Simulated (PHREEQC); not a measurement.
Consider water at 63 °C with 36 mmol/kgw HF, 91 mmol/kgw (CH3)4NF and 46 mmol/kgw (NH4)2SiF6. Closed to the air; pH follows from the charge balance.

All values are PHREEQC results (ion-association model, phreeqc.dat), not measurements.

| quantity | before | after |
|---|---|---|
| pH | 3.79 | 3.85 |
| ionic strength (mol/kgw) | 0.229 | 0.0912 |
| F- (mol/kgw) | 0.0818 | 0.0817 |
| HF (mol/kgw) | 0.0264 | 0.0264 |
| HF2- (mol/kgw) | 0.00938 | 0.00945 |

Question: What was changed between the two runs?
(A) (CH3)4NF left out
(B) temperature from 63 to 50 °C
(C) diluted 10-fold with water
(D) (CH3)4NF from 0.091 to 0.0182 mol/kgw
(E) (NH4)2SiF6 left out

Answer: E, (NH4)2SiF6 left out

This is a speciation only: nothing precipitates in the calculation. (CH3)4N+ isn't in the database: it is added as a free cation with an ion size of 4 Å. Constants without temperature data keep their 25 °C values here. SiF6-2 is the database's only silicon fluoride.
